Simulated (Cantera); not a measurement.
Cantera run:

```python
import numpy as np
import cantera as ct

gas_names = """
    F F2 H HF H2 H2F2 H3F3 H4F4 H5F5 H6F6 H7F7 N NF NF2 NF3 NH NH2 NH3 N2 N2H2 N2H4 Si SiF SiF2 SiF3
    SiF4 SiH SiHF3 SiH2 SiH2F2 SiH3 SiH3F SiH4 SiN Si2 Si2N Si3
""".split()
cond_names = """
    Si(cr) Si(L) Si3N4(a)
""".split()


# ... load() reads the species with a 1 bar reference pressure and builds the phases ...
atoms = {
    'SiF4': {'Si': 1, 'F': 4},
    'NH3': {'N': 1, 'H': 3},
    'H2': {'H': 2},
}
top_T = {'Si3N4(a)': 2400}  # K; cautious upper limits of use, not melting points


# ... equilibrate(T, P, feed) seeds the gas with the atoms and calls Mixture.equilibrate('TP', solver="vcs", rtol=1e-11, max_steps=5000) ...
results = []
feed = {'SiF4': 1, 'NH3': 7.6, 'H2': 10}  # mol
for P in [5, 26, 140, 710, 3700, 19000, 100000]:
    for T in [1273, 1323, 1373, 1423, 1473, 1523, 1573, 1623, 1673, 1723, 1773, 1823]:
        mix = equilibrate(T, P, feed)
        results.append((T, P, feed, dict(zip(mix.species_names, mix.species_moles))))

for T, P, feed, n in results:
    print(f"{T:7g} {P:10.4g}  " + (" + ".join(c for c in cond_names if n.get(c, 0) > 1e-12) or "gas only"))
```

It prints:

```
   1273          5  gas only
   1323          5  gas only
   1373          5  gas only
   1423          5  gas only
   1473          5  gas only
   1523          5  gas only
   1573          5  gas only
   1623          5  gas only
   1673          5  gas only
   1723          5  gas only
   1773          5  gas only
   1823          5  gas only
   1273         26  gas only
   1323         26  gas only
   1373         26  gas only
   1423         26  gas only
   1473         26  gas only
   1523         26  gas only
   1573         26  gas only
   1623         26  gas only
   1673         26  gas only
   1723         26  gas only
   1773         26  gas only
   1823         26  gas only
   1273        140  Si3N4(a)
   1323        140  gas only
   1373        140  gas only
   1423        140  gas only
   1473        140  gas only
   1523        140  gas only
   1573        140  gas only
   1623        140  gas only
   1673        140  gas only
   1723        140  gas only
   1773        140  gas only
   1823        140  gas only
   1273        710  Si3N4(a)
   1323        710  Si3N4(a)
   1373        710  gas only
   1423        710  gas only
   1473        710  gas only
   1523        710  gas only
   1573        710  gas only
   1623        710  gas only
   1673        710  gas only
   1723        710  gas only
   1773        710  gas only
   1823        710  gas only
   1273       3700  Si3N4(a)
   1323       3700  Si3N4(a)
   1373       3700  Si3N4(a)
   1423       3700  Si3N4(a)
   1473       3700  gas only
   1523       3700  gas only
   1573       3700  gas only
   1623       3700  gas only
   1673       3700  gas only
   1723       3700  gas only
   1773       3700  gas only
   1823       3700  gas only
   1273    1.9e+04  Si3N4(a)
   1323    1.9e+04  Si3N4(a)
   1373    1.9e+04  Si3N4(a)
   1423    1.9e+04  Si3N4(a)
   1473    1.9e+04  Si3N4(a)
   1523    1.9e+04  gas only
   1573    1.9e+04  gas only
   1623    1.9e+04  gas only
   1673    1.9e+04  gas only
   1723    1.9e+04  gas only
   1773    1.9e+04  gas only
   1823    1.9e+04  gas only
   1273      1e+05  Si3N4(a)
   1323      1e+05  Si3N4(a)
   1373      1e+05  Si3N4(a)
   1423      1e+05  Si3N4(a)
   1473      1e+05  Si3N4(a)
   1523      1e+05  Si3N4(a)
   1573      1e+05  gas only
   1623      1e+05  gas only
   1673      1e+05  gas only
   1723      1e+05  gas only
   1773      1e+05  gas only
   1823      1e+05  gas only
```

These are equilibrium values from Cantera (NASA tables, ideal gas, pure condensed phases), not measurements of a reactor. The tables' values for SiF2, SiF3 are old estimates.
